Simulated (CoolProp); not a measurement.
Properties of R141b along the isotherm 281.5 K.

Computed with CoolProp (reference Helmholtz-energy equation of state, Lemmon 2006). It is a short technical equation, of lower accuracy than the large ones.

```
p (MPa)   phase  density (kg/m³)  cp (kJ/(kg K))  cv (kJ/(kg K))
-------  ------  ---------------  --------------  --------------
0.0333      gas            1.693             [?]          0.6712
0.0684   liquid             1266             [?]          0.7933
0.14     liquid             1266           1.133          0.7933
0.288    liquid             1266           1.133          0.7934
0.592    liquid             1267           1.133          0.7934
1.22     liquid             1268             [?]          0.7936
2.5      liquid             1270             [?]          0.7940
5.13     liquid              [?]             [?]          0.7949
10.5     liquid              [?]           1.120          0.7966
```

Q: What belongs in the gaps?

A: 
- 0.0333, cp (kJ/(kg K)): 0.7507
- 0.0684, cp (kJ/(kg K)): 1.134
- 1.22, cp (kJ/(kg K)): 1.132
- 2.5, cp (kJ/(kg K)): 1.130
- 5.13, density (kg/m³): 1275
- 5.13, cp (kJ/(kg K)): 1.126
- 10.5, density (kg/m³): 1283
